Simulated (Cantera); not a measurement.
# Catalytic combustion on Pt

An isothermal plug-flow reactor at 1148 K and 3.45 atm (inlet), inlet velocity 0.87 m/s, active area per volume 710 1/m; feed 0.151 % CH4, 8.02 % O2, 91.8 % N2.

Cantera simulation using Deutschmann's 1995 Pt surface mechanism with GRI-Mech 3.0 gas chemistry; the numbers are that mechanism's predictions, not measurements. Catalytic surfaces can have several steady states; this one follows from the mechanism file's or the stated starting coverage. Mass transfer to the wall is taken as infinitely fast.

| z (m) | x CH4 | x O2 | x H2O | x CO2 | x CO | θ free Pt | θ O* | θ OH* |
|---|---|---|---|---|---|---|---|---|
| 0.00014 | 0.00148 | 0.0801 | 6.38e-5 | 3.06e-5 | 1.27e-6 | 0.295 | 0.705 | 0.000233 |
| 0.0003 | 0.00144 | 0.0801 | 0.000135 | 6.61e-5 | 1.28e-6 | 0.295 | 0.705 | 0.000310 |
| 0.00064 | 0.00137 | 0.0799 | 0.000281 | 0.000139 | 1.22e-6 | 0.295 | 0.705 | 0.000427 |
| 0.0014 | 0.00122 | 0.0796 | 0.000583 | 0.000289 | 1.09e-6 | 0.295 | 0.704 | 0.000599 |
| 0.003 | 0.000945 | 0.0791 | 0.00111 | 0.000552 | 8.66e-7 | 0.295 | 0.704 | 0.000820 |
| 0.0064 | 0.000545 | 0.0783 | 0.00189 | 0.000934 | 5.69e-7 | 0.295 | 0.703 | 0.00106 |
| 0.014 | 0.000155 | 0.0775 | 0.00267 | 0.00132 | 2.63e-7 | 0.296 | 0.703 | 0.00126 |
x: gas mole fraction; θ: surface coverage.
